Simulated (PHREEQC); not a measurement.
Make-up at 25 °C: 55 mmol/kgw Zn(NO3)2, 15 mmol/kgw SrCl2 and 0.34 mmol/kgw KHCO3. Closed to the air; pH follows from the charge balance.

Model: ion-association model, wateq4f.dat, run in PHREEQC.

Precipitation was switched off in this run.

**Question.** What pH does the model give?

**Answer.** pH 6.22.

**Question.** In which forms is Zn present?

**Answer.** Zn+2 97 %, ZnCl+ 2.4 % of the Zn.

The solution is supersaturated, for example in ZnCO3:H2O, so a real one may precipitate; this is no full list. Species that the database lacks are ignored.
